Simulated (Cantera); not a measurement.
A closed system holds: 1 mol N2O, 0.12 mol SO2, 32 mol N2, held at 625 K and 1.33 mbar.

Method: chemical equilibrium by Gibbs-energy minimisation in Cantera with the NASA 1993 tables (ideal gas, pure condensed phases). Candidate condensed phases: S; 17 gas species. Rates play no part.

Base state: N2 0.983, O2 0.0133, SO3 0.00323, SO2 0.000349 (mole fractions); condensed: gas only.

### Question
What changes in the equilibrium state with this change: N2O replaced by CS2?

### Answer
```
species    before     after
-------  --------  --------
N2          0.983     0.964
CS2             0    0.0232
COS             0   0.00585
O2         0.0133     <1e-9
S2          <1e-9   0.00576
SO3       0.00323     <1e-9
CO              0  0.000679
CO2             0  0.000352
SO2      0.000349     <1e-9
```
Gases not in the tables: S3 to S7. Further candidate phases: C.

### Question
What changes in the equilibrium state with this change: temperature from 625 K to 2675 K?

### Answer
```csv
species,before,after
N2,0.983,0.962
O,<1e-9,0.0303
NO,1.20e-8,0.00252
O2,0.0133,0.00116
SO3,0.00323,<1e-9
S,<1e-9,0.00250
SO,<1e-9,0.000924
N,<1e-9,3.57e-5
SO2,0.000349,7.99e-5
```
